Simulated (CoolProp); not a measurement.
A single-stage vapour-compression cycle with isobutane: evaporating at 308.15 K (dew point), condensing at 376.15 K (bubble point), superheat 8 K, subcooling 8 K, compressor efficiency 0.75, no pressure losses. Each further row changes one setting.

Computed with CoolProp (reference Helmholtz-energy equation of state, Bücker 2006).

```json
[
 {"case": "as stated", "cooling COP": "2.16", "pressure ratio": "4.52", "discharge temperature (K)": "381.0", "refrigerating effect (kJ/kg)": "167", "volumetric capacity (kJ/m³)": "1930"},
 {"case": "evaporating temperature 313.15 K", "cooling COP": "2.46", "pressure ratio": "3.95", "discharge temperature (K)": "381.0", "refrigerating effect (kJ/kg)": "[?]", "volumetric capacity (kJ/m³)": "[?]"},
 {"case": "condensing temperature 371.15 K", "cooling COP": "2.49", "pressure ratio": "4.12", "discharge temperature (K)": "376.2", "refrigerating effect (kJ/kg)": "182", "volumetric capacity (kJ/m³)": "[?]"},
 {"case": "subcooling 13 K", "cooling COP": "2.36", "pressure ratio": "4.52", "discharge temperature (K)": "381.0", "refrigerating effect (kJ/kg)": "[?]", "volumetric capacity (kJ/m³)": "2110"},
 {"case": "superheat 18 K", "cooling COP": "[?]", "pressure ratio": "4.52", "discharge temperature (K)": "389.4", "refrigerating effect (kJ/kg)": "186", "volumetric capacity (kJ/m³)": "[?]"},
 {"case": "compressor efficiency 0.65", "cooling COP": "1.87", "pressure ratio": "4.52", "discharge temperature (K)": "[?]", "refrigerating effect (kJ/kg)": "167", "volumetric capacity (kJ/m³)": "1930"}
]
```

Question: Some entries are withheld; supply them.

Answer: 
- evaporating temperature 313.15 K, refrigerating effect (kJ/kg): 174
- evaporating temperature 313.15 K, volumetric capacity (kJ/m³): 2280
- condensing temperature 371.15 K, volumetric capacity (kJ/m³): 2100
- subcooling 13 K, refrigerating effect (kJ/kg): 183
- superheat 18 K, cooling COP: 2.27
- superheat 18 K, volumetric capacity (kJ/m³): 2050
- compressor efficiency 0.65, discharge temperature (K): 385.2
